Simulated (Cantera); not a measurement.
Input (Python, Cantera) and output of one run.

```python
import numpy as np
import cantera as ct

gas_names = [...]  # 97 gases of nasa_gas.yaml made of Al, C, H, N
cond_names = """
    AL(cr) AL(L) ALN(s) C(gr) C6H6(L) C7H8(L) C8H18(L),n-octa
""".split()


# ... load() reads the species with a 1 bar reference pressure and builds the phases ...
atoms = {
    'Al(CH3)3': {'AL': 1, 'C': 3, 'H': 9},
    'NH3': {'N': 1, 'H': 3},
    'N2': {'N': 2},
}
top_T = {'ALN(s)': 2750, 'C(gr)': 4500}  # K; cautious upper limits of use, not melting points


# ... equilibrate(T, P, feed) seeds the gas with the atoms and calls Mixture.equilibrate('TP', solver="vcs", rtol=1e-11, max_steps=5000) ...
results = []
feed = {'Al(CH3)3': 1, 'NH3': 1.4, 'N2': 1.3}  # mol
P = 100000  # Pa
for T in [625, 725, 825, 925, 1025, 1125, 1225, 1325, 1425, 1525, 1625]:
    mix = equilibrate(T, P, feed)
    results.append((T, P, feed, dict(zip(mix.species_names, mix.species_moles))))

top = {s: max(r[3][s] / sum(r[3][g] for g in gas_names) for r in results) for s in gas_names}
cols = sorted((s for s in top if top[s] > 1e-06), key=lambda s: -top[s])[:6]
seen = [c for c in cond_names if any(r[3].get(c, 0) > 1e-12 for r in results)]
print("log10 of partial pressures in bar; condensed amounts in mol")
print(f"{'T/K':>10s}" + "".join(f"{s[:9]:>10s}" for s in cols + seen))
for T, P, feed, n in results:
    ng = sum(n[g] for g in gas_names)
    print(f"{T:10.4g}" + "".join(f"{np.log10(max(n[s] / ng * P / 1e5, 1e-99)):10.3f}" for s in cols)
          + "".join(f"{n.get(c, 0):10.4g}" for c in seen))
```

Output:

```
log10 of partial pressures in bar; condensed amounts in mol
       T/K        H2       CH4        N2       HCN       NH3         H    ALN(s)     C(gr)
       625    -0.932    -0.230    -0.532   -10.261    -3.225   -16.036         1         0
       725    -0.533    -0.356    -0.574    -8.486    -3.251   -13.296         1    0.5256
       825    -0.282    -0.608    -0.637    -7.223    -3.373   -11.242         1     1.398
       925    -0.163    -0.970    -0.688    -6.275    -3.591    -9.666         1     2.216
      1025    -0.117    -1.368    -0.714    -5.531    -3.838    -8.419         1     2.667
      1125    -0.101    -1.741    -0.725    -4.926    -4.070    -7.403         1     2.855
      1225    -0.094    -2.070    -0.729    -4.421    -4.274    -6.554         1     2.931
      1325    -0.092    -2.357    -0.731    -3.995    -4.452    -5.832         1     2.964
      1425    -0.091    -2.605    -0.732    -3.629    -4.606    -5.211         1     2.978
      1525    -0.090    -2.822    -0.732    -3.312    -4.742    -4.671         1     2.984
      1625    -0.090    -3.012    -0.733    -3.034    -4.860    -4.196         1     2.984
```

These are equilibrium values from Cantera (NASA tables, ideal gas, pure condensed phases), not measurements of a reactor. The feed counts by its element totals alone.
